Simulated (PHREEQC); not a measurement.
A PHREEQC input (ion-association model, phreeqc.dat):

```
SOLUTION 1
  temp 298.15
  units mg/L
  pH 6.66
  pe 11.4
  Na 3.93
  K 13.8
  Ca 49.9
  Mg 30.8
  Cl 17.7
  S(6) 31.8 as SO4
  Alkalinity 276 as HCO3
  Pb 5.39
  Li 0.0196
END
USE solution 1
EQUILIBRIUM_PHASES 1
  CO2(g) -3.4 10
END
```

It stops with these messages:

```
WARNING: Maximum iterations exceeded, 100
WARNING: Maximum iterations exceeded, 100
WARNING: The program has failed to converge to a numerical solution.
ERROR:           Alkalinity has not converged. Total: 4.525117e-03	Calculated: -4.735088e-06	Residual: 4.529852e-03
ERROR: Is non-carbonate alkalinity greater than total alkalinity?
ERROR:                   Ca has not converged. Total: 1.245545e-03	Calculated: 2.763124e-07	Residual: 1.245268e-03
ERROR:                   Cl has not converged. Total: 4.994670e-04	Calculated: 5.337847e-04	Residual: -3.431770e-05
ERROR:                    K has not converged. Total: 3.530747e-04	Calculated: 3.761776e-04	Residual: -2.310292e-05
ERROR:                   Li has not converged. Total: 2.825828e-06	Calculated: 3.001016e-06	Residual: -1.751883e-07
ERROR:                   Mg has not converged. Total: 1.267408e-03	Calculated: 1.216880e-04	Residual: 1.145720e-03
ERROR:                   Na has not converged. Total: 1.710188e-04	Calculated: 2.345428e-04	Residual: -6.352402e-05
ERROR:                   Pb has not converged. Total: 2.602594e-05	Calculated: 1.113269e-05	Residual: 1.489326e-05
ERROR:                 S(6) has not converged. Total: 3.311715e-04	Calculated: 9.399596e-05	Residual: 2.371755e-04
ERROR:               A(H2O) Activity of water has not converged. 	Residual: 1.600002e+01
ERROR: Model failed to converge for initial solution  1.
```

Q: Why does the run stop?

A: The fault: the temperature typed in kelvin. The line should read `temp 25` where the input has `temp 298.15`. With the mend the run ends at pH 8.76 and ionic strength 0.00764 mol/kgw.
